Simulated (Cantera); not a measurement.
Charge: 1 mol CH4, a varied amount of H2O, 1.2 mol H2, at 2200 K and 0.0700 bar.

Method: chemical equilibrium by Gibbs-energy minimisation in Cantera with the NASA 1993 tables (ideal gas, pure condensed phases). Candidate condensed phases: C, C6H6, C7H8, C8H18, H2O; 110 gas species. Rates play no part.

log p: log10 of the partial pressure in bar; n: condensed amount in mol.

| n(H2O) (mol) | log p H2 | log p H2O | log p CO | log p H | log p CO2 | n C(graphite) |
|---|---|---|---|---|---|---|
| 0.54 | -1.22 | -7.53 | -2.06 | -2.86 | -9.08 | 0.441 |
| 0.7 | -1.24 | [?] | [?] | -2.87 | [?] | [?] |
| 0.92 | -1.25 | -7.39 | -1.90 | -2.88 | -8.76 | 0.0590 |
| 1.2 | -1.27 | -2.61 | -1.90 | -2.89 | -3.96 | 0 |
| 1.6 | -1.30 | -2.16 | -1.93 | -2.90 | -3.52 | 0 |
| 2 | -1.33 | -1.97 | -1.97 | -2.91 | -3.33 | 0 |
| 2.7 | -1.37 | [?] | [?] | -2.94 | [?] | 0 |
| 3.5 | -1.42 | -1.67 | -2.09 | -2.96 | -3.06 | 0 |

What belongs in the gaps?


- 2.7, log p H2O: -1.79
- 2.7, log p CO: -2.03
- 2.7, log p CO2: -3.16
- 0.7, log p H2O: -7.46
- 0.7, log p CO: -1.98
- 0.7, log p CO2: -8.92
- 0.7, n C(graphite): 0.280
